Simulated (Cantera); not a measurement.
Input: 1 mol HMDSO, 0.29 mol H₂O, 9 mol O₃, equilibrated at 13300 Pa.

Method: chemical equilibrium by Gibbs-energy minimisation in Cantera with the NASA 1993 tables (ideal gas, pure condensed phases). Candidate condensed phases: C, C₆H₆, C₇H₈, C₈H₁₈, H₂O, Si, SiC, SiO₂; 123 gas species. The feed counts by its element totals alone. The tables hold silica as quartz up to 1696 K and as liquid above; real silica turns to tridymite and cristobalite and melts near 1996 K. Gases not in the tables: Si(OH)₄. The numbers say what is thermodynamically allowed, not how fast it happens.

Question: At 1898 K, list the 5 most abundant gas species with their mole fractions, and the condensed phases.

Answer: H₂O 0.549, CO₂ 0.355, O₂ 0.0893, OH 0.00379, CO 0.00175. Condensed: SiO₂(condensed).
